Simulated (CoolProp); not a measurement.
Vapour-liquid equilibrium of R134a (1) + R227EA (2) at -60.55 °C; x and y are mole fractions of (1).

Model: multi-fluid Helmholtz-energy mixture model, Tillner-Roth 1994 and Lemmon 2016; pair parameters Bell 2016, in CoolProp.

```
x     bubble pressure (kPa)  y at the bubble point  dew pressure at overall composition x (kPa)  liquid density (mol/L)
----  ---------------------  ---------------------  -------------------------------------------  ----------------------
0.05                  9.666                  0.097                                        9.423                   10.09
0.2                   10.99                  0.326                                        10.23                   10.61
0.35                  12.13                  0.494                                        11.15                   11.18
0.5                   13.09                  0.628                                        12.17                   11.81
0.65                  13.90                  0.743                                        13.25                   12.50
0.8                   14.60                  0.851                                        14.28                   13.28
0.95                  15.18                  0.961                                        15.13                   14.15
```

No azeotrope shows between x = 0.05 and 0.95.

Pair parameters are fitted to limited data, so mixtures are less certain than the pure fluids.
